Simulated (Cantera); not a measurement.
A Cantera script and its output.

```python
import numpy as np
import cantera as ct

gas = ct.Solution("h2o2.yaml")
gas.TPX = 675, 500000, {'H2': 1, 'O2': 0.588, 'N2': 2.21}
inlet = ct.Reservoir(gas, clone=True)
gas.equilibrate("HP")  # start burning
reactor = ct.IdealGasConstPressureReactor(gas, energy="on", clone=False)
exhaust = ct.Reservoir(gas, clone=True)
tau = [0.028, 0.015, 0.0077, 0.004, 0.0021, 0.0011, 0.00058, 0.00031, 0.00016, 8.5e-05][0]
for a, b in ((inlet, reactor), (reactor, exhaust)):
    ct.MassFlowController(a, b, mdot=lambda t: reactor.mass / tau)
net = ct.ReactorNet([reactor])
show = ['H2', 'O2', 'H', 'H2O2', 'OH', 'H2O']

rows = []
print(f"{'tau/s':>10s}{'T/K':>9s}" + "".join(f"{s:>11s}" for s in show))
for tau in [0.028, 0.015, 0.0077, 0.004, 0.0021, 0.0011, 0.00058, 0.00031, 0.00016, 8.5e-05]:
    net.initial_time = 0.0
    net.advance(30 * tau)
    before = gas.X
    net.advance(40 * tau)
    drift = np.max(np.abs(gas.X - before) / (gas.X + 1e-9))
    rows.append([gas.T, *gas[show].X, drift])
    print(f"{tau:10.3e}{gas.T:9.1f}" + "".join(f"{x:11.3e}" for x in gas[show].X))
```

Output:

```
     tau/s      T/K         H2         O2          H       H2O2         OH        H2O
 2.800e-02   2512.3  5.183e-03  2.618e-02  8.726e-04  7.620e-07  1.027e-02  2.905e-01
 1.500e-02   2511.7  5.236e-03  2.620e-02  8.852e-04  7.622e-07  1.030e-02  2.904e-01
 7.700e-03   2510.4  5.344e-03  2.623e-02  9.109e-04  7.626e-07  1.037e-02  2.902e-01
 4.000e-03   2508.0  5.547e-03  2.628e-02  9.598e-04  7.636e-07  1.050e-02  2.899e-01
 2.100e-03   2503.7  5.916e-03  2.639e-02  1.052e-03  7.660e-07  1.074e-02  2.893e-01
 1.100e-03   2495.7  6.586e-03  2.658e-02  1.230e-03  7.722e-07  1.117e-02  2.881e-01
 5.800e-04   2481.7  7.733e-03  2.692e-02  1.563e-03  7.873e-07  1.186e-02  2.861e-01
 3.100e-04   2459.2  9.541e-03  2.748e-02  2.165e-03  8.210e-07  1.289e-02  2.829e-01
 1.600e-04   2422.2  1.238e-02  2.843e-02  3.304e-03  8.917e-07  1.431e-02  2.779e-01
 8.500e-05   2371.4  1.606e-02  2.976e-02  5.142e-03  1.006e-06  1.583e-02  2.713e-01
```

Cantera simulation using the H2/O2 subset of GRI-Mech 3.0, which has no nitrogen chemistry; the numbers are that mechanism's predictions, not measurements. The hydrogen kinetics of GRI-Mech 3.0 are dated; newer H2 mechanisms differ, most at raised pressure.
